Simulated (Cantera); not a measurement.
Charge: 1 mol SiH4, 1.1 mol C2H2, 530 mol H2, 0.23 mol C2H4, equilibrated at 1775 °C.

Cantera equilibrium calculation (NASA polynomials, part measured and part estimated; ideal gas, pure solids and liquids). Candidate condensed phases: C, C6H6, C7H8, C8H18, Si, SiC; 87 gas species. Kinetics and transport are ignored.

### Question
At 1.00 mbar, list the 5 most abundant gas species with their mole fractions, and the condensed phases.

### Answer
H2 0.929, H 0.0683, Si 0.00165, C2H2 (acetylene) 0.000974, SiC2 8.50e-5. Condensed: C(graphite).
